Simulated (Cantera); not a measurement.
An adiabatic, constant-pressure homogeneous reactor starts with CH4 : C2H6 : C3H8 : O2 : N2 = 1 : 0.039 : 1.4 : 4.57 : 42 (molar parts), at 1225 K and 1300000 Pa. Integrator tolerance rtol = 1e-08.

Detailed kinetics in Cantera: GRI-Mech 3.0 (53 species, 325 reactions). GRI-Mech 3.0 was tuned for natural gas; its chemistry of propane as a main component is partial and can be far from experiment. The pressure lies above the range GRI-Mech 3.0 was tuned for (to about 10 atm).

Task: What does this change do: constant volume in place of constant pressure?

Result: 
| quantity | before | after |
|---|---|---|
| time of steepest temperature rise | 1.83 ms | 1.73 ms |
| temperature at 3.00 s | 1888 K | 2116 K |
| equilibrium temperature | 1888 K | 2116 K |
| x(CH4) at 3.00 s | 1.40e-8 (gas-phase equilibrium 1.54e-8) | 1.08e-8 (gas-phase equilibrium 1.19e-8) |
| x(C2H6) at 3.00 s | <1e-12 (gas-phase equilibrium <1e-12) | <1e-12 (gas-phase equilibrium <1e-12) |
| x(C3H8) at 3.00 s | <1e-12 (gas-phase equilibrium <1e-12) | <1e-12 (gas-phase equilibrium <1e-12) |
| x(HCO) at 3.00 s | 2.93e-8 (gas-phase equilibrium 2.93e-8) | 1.16e-7 (gas-phase equilibrium 1.16e-7) |
| x(O) at 3.00 s | 1.69e-9 (gas-phase equilibrium 1.69e-9) | 2.93e-8 (gas-phase equilibrium 2.93e-8) |
| x(CH2CO) at 3.00 s | 3.08e-12 (gas-phase equilibrium 3.38e-12) | 6.90e-12 (gas-phase equilibrium 7.59e-12) |

Task: What does this change do: 3.8 parts CO2 added?

Result: 
| quantity | before | after |
|---|---|---|
| time of steepest temperature rise | 1.83 ms | 1.95 ms |
| temperature at 3.00 s | 1888 K | 1801 K |
| equilibrium temperature | 1888 K | 1801 K |
| x(CH4) at 3.00 s | 1.40e-8 (gas-phase equilibrium 1.54e-8) | 4.95e-9 (gas-phase equilibrium 5.31e-9) |
| x(C2H6) at 3.00 s | <1e-12 (gas-phase equilibrium <1e-12) | <1e-12 (gas-phase equilibrium <1e-12) |
| x(C3H8) at 3.00 s | <1e-12 (gas-phase equilibrium <1e-12) | <1e-12 (gas-phase equilibrium <1e-12) |
| x(HCO) at 3.00 s | 2.93e-8 (gas-phase equilibrium 2.93e-8) | 1.82e-8 (gas-phase equilibrium 1.82e-8) |
| x(O) at 3.00 s | 1.69e-9 (gas-phase equilibrium 1.69e-9) | 8.91e-10 (gas-phase equilibrium 8.91e-10) |
| x(CH2CO) at 3.00 s | 3.08e-12 (gas-phase equilibrium 3.38e-12) | 1.53e-12 (gas-phase equilibrium 1.64e-12) |
